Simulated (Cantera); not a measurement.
Charge: 1 mol Cu2O, 2.3 mol C, 0.13 mol CO, held at 2550 Torr.

These are equilibrium values from Cantera (NASA tables, ideal gas, pure condensed phases), not measurements of a reactor. Candidate condensed phases: C, Cu, CuO, Cu2O; 15 gas species. Rates play no part. All values below are at 2400 °C.

Base state: CO 0.867, Cu 0.130, Cu2 0.00278 (mole fractions); condensed: C(graphite) + Cu(l).

### Question
What changes in the equilibrium state with this change: Cu2O replaced by Ta2O5?

### Answer
```json
[
 {"species": "CO", "before": "0.867", "after": "0.997"},
 {"species": "CO2", "before": "6.26e-6", "after": "0.00223"},
 {"species": "TaO2", "before": "0", "after": "0.000734"},
 {"species": "Cu", "before": "0.130", "after": "0"},
 {"species": "Cu2", "before": "0.00278", "after": "0"},
 {"species": "TaO", "before": "0", "after": "0.000151"},
 {"species": "C(graphite), mol", "before": "1.30", "after": "0"},
 {"species": "Cu(l), mol", "before": "1.82", "after": "0"},
 {"species": "TaC(s), mol", "before": "0", "after": "0.658"},
 {"species": "Ta2O5(l), mol", "before": "0", "after": "0.670"}
]
```
Mutual solubility and eutectic melting of coexisting phases are not modelled. TaC: taken at fixed stoichiometry. Condensed phases not in the tables: Ta2C. Further candidate phases: Ta, TaC, Ta2O5.
